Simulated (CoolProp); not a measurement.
R143a along the isotherm 318.6 K: fugacity coefficient from the reference equation and from simpler models built on Tc = 345.9 K, pc = 37.62 bar, ω = 0.261; each cubic takes its own stable root.

Model: reference Helmholtz-energy equation of state, Lemmon and Jacobsen 2000, in CoolProp.

```
p (bar)   phase  reference
-------  ------  ---------
0.178       gas     0.9977
0.301       gas     0.9960
0.508       gas     0.9933
0.858       gas     0.9888
1.45        gas     0.9810
2.44        gas     0.9681
4.12        gas     0.9464
6.96        gas     0.9101
11.7        gas     0.8501
19.8        gas     0.7478
33.4     liquid     0.4799
56.4     liquid     0.3090
```

Question: How far does each simpler model (van der Waals, Redlich-Kwong, Soave-Redlich-Kwong, Peng-Robinson) lie from the reference over these 12 states: mean and median of the absolute difference, and the worst?

Answer: 
- van der Waals: mean 7.0 %, median 1.2 %, worst +36.7 % at 318.6 K and 56.4 bar
- Redlich-Kwong: mean 3.1 %, median 0.6 %, worst +15.6 % at 318.6 K and 56.4 bar
- Soave-Redlich-Kwong: mean 1.6 %, median 0.4 %, worst +7.5 % at 318.6 K and 56.4 bar
- Peng-Robinson: mean 0.5 %, median 0.1 %, worst +2.7 % at 318.6 K and 56.4 bar
